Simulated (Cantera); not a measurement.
## Aluminium nitride and oxide growth: Al(CH₃)₃ + N₂O + H₂ + N₂

Charge: 1 mol Al(CH₃)₃, 2 mol N₂O, 7.4 mol H₂, 0.66 mol N₂, equilibrated at 0.350 bar.

Equilibrium computed with Cantera from the NASA thermochemical tables; the gas is ideal and each condensed phase is pure. Candidate condensed phases: Al, AlN, Al₂O₃, C, C₆H₆, C₇H₈, C₈H₁₈, H₂O; 148 gas species. The feed counts by its element totals alone. Mutual solubility and eutectic melting of coexisting phases are not modelled. Condensed phases not in the tables: aluminium oxynitride. Equilibrium is a limit: real reactors are often held back by kinetics, nucleation or transport.

```json
[
 {"T (K)": "873", "log p H₂": "-0.61", "log p N₂": "-1.17", "log p CO": "-2.23", "log p CH₄": "-1.58", "log p H₂O": "-2.22", "log p HCN": "-7.19", "log p H": "-10.64", "log p CO₂": "-3.41", "n Al₂O₃(s)": "0.500", "n C(graphite)": "1.71", "n AlN(s)": "0"},
 {"T (K)": "1023", "log p H₂": "-0.57", "log p N₂": "-1.20", "log p CO": "-1.96", "log p CH₄": "-2.26", "log p H₂O": "-3.09", "log p HCN": "-6.01", "log p H": "-8.67", "log p CO₂": "-4.37", "n Al₂O₃(s)": "0.500", "n C(graphite)": "2.31", "n AlN(s)": "0"},
 {"T (K)": "1173", "log p H₂": "-0.56", "log p N₂": "-1.21", "log p CO": "-1.94", "log p CH₄": "-2.83", "log p H₂O": "-3.95", "log p HCN": "-5.14", "log p H": "-7.21", "log p CO₂": "-5.43", "n Al₂O₃(s)": "0.500", "n C(graphite)": "2.44", "n AlN(s)": "0"},
 {"T (K)": "1323", "log p H₂": "-0.56", "log p N₂": "-1.21", "log p CO": "-1.94", "log p CH₄": "-3.29", "log p H₂O": "-4.63", "log p HCN": "-4.48", "log p H": "-6.08", "log p CO₂": "-6.27", "n Al₂O₃(s)": "0.500", "n C(graphite)": "2.48", "n AlN(s)": "0"},
 {"T (K)": "1473", "log p H₂": "-0.56", "log p N₂": "-1.21", "log p CO": "-1.93", "log p CH₄": "-3.65", "log p H₂O": "-5.17", "log p HCN": "-3.94", "log p H": "-5.18", "log p CO₂": "-6.94", "n Al₂O₃(s)": "0.500", "n C(graphite)": "2.49", "n AlN(s)": "0"},
 {"T (K)": "1623", "log p H₂": "-0.57", "log p N₂": "-1.24", "log p CO": "-1.66", "log p CH₄": "-3.96", "log p H₂O": "-5.35", "log p HCN": "-3.53", "log p H": "-4.44", "log p CO₂": "-6.93", "n Al₂O₃(s)": "0.346", "n C(graphite)": "2.02", "n AlN(s)": "0.309"},
 {"T (K)": "1773", "log p H₂": "-0.59", "log p N₂": "-1.33", "log p CO": "-1.36", "log p CH₄": "-4.25", "log p H₂O": "-5.43", "log p HCN": "-3.23", "log p H": "-3.84", "log p CO₂": "-6.78", "n Al₂O₃(s)": "0", "n C(graphite)": "0.966", "n AlN(s)": "1.000"},
 {"T (K)": "1923", "log p H₂": "-0.59", "log p N₂": "-1.33", "log p CO": "-1.36", "log p CH₄": "-4.46", "log p H₂O": "-5.74", "log p HCN": "-2.93", "log p H": "-3.32", "log p CO₂": "-7.15", "n Al₂O₃(s)": "0", "n C(graphite)": "0.931", "n AlN(s)": "0.999"},
 {"T (K)": "2073", "log p H₂": "-0.59", "log p N₂": "-1.34", "log p CO": "-1.36", "log p CH₄": "-4.64", "log p H₂O": "-6.01", "log p HCN": "-2.68", "log p H": "-2.88", "log p CO₂": "-7.46", "n Al₂O₃(s)": "0", "n C(graphite)": "0.867", "n AlN(s)": "0.979"}
]
```
log p: log10 of the partial pressure in bar; n: condensed amount in mol.

From 873 K to 1473 K the condensed part is Al₂O₃(s) + C(graphite). At 1623 K the condensed part is AlN(s) + Al₂O₃(s) + C(graphite). From 1773 K to 2073 K the condensed part is AlN(s) + C(graphite).
